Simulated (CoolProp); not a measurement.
Vapour-liquid equilibrium of toluene (1) + n-octane (2) at 0.401 MPa; x and y are mole fractions of (1).

Computed with CoolProp (multi-fluid Helmholtz-energy mixture model, Lemmon 2006 and Beckmüller 2019; pair parameters Bell 2016).

Q: Give the bubble temperature and the first vapour's composition at x = 0.25, 0.55, 0.65. Is there an azeotrope?

A: x = 0.25: 176.9 °C, y = 0.328; x = 0.55: 171.4 °C, y = 0.619; x = 0.65: 170.1 °C, y = 0.704. No azeotrope shows between x = 0.05 and 0.95.

The pair parameters rest on a limited set of measurements; away from them the model extrapolates.
